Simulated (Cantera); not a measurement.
**Transport properties of process gases**

Gas mixture: 36.1 % N2, 17.5 % C2H4, 37.6 % H2, 8.75 % NH3, at 0.00470 bar, frozen composition.

Cantera's kinetic-theory transport with the Lennard-Jones parameters of GRI-Mech 3.0, ideal gas; thermal conductivity in the multicomponent form. Polar gases are described roughly by these parameters. The composition is frozen, though it would react at the higher temperatures.

```csv
T (K),ρ (kg/m³),cp (J/kg/K),μ (µPa s),λ (mW/m/K),Pr,D (cm²/s) H2O,D (cm²/s) OH,D (cm²/s) CO2
400,0.00244,1980,18.1,75.4,0.475,106,146,74.9
550,0.00178,2159,23.2,99.9,0.501,195,253,133
700,0.00139,2317,27.7,124,0.519,305,381,204
850,0.00115,2455,31.9,148,0.530,434,529,285
1000,0.000976,2581,35.7,171,0.539,579,694,377
1150,0.000849,2687,39.4,195,0.543,741,877,479
1300,0.000751,2778,42.8,218,0.546,917,1080,589
1450,0.000673,2858,46.1,241,0.547,1110,1290,708
1600,0.000610,2927,49.2,263,0.548,1310,1520,835
```
D: mixture-averaged diffusion coefficient of that species in the mixture.
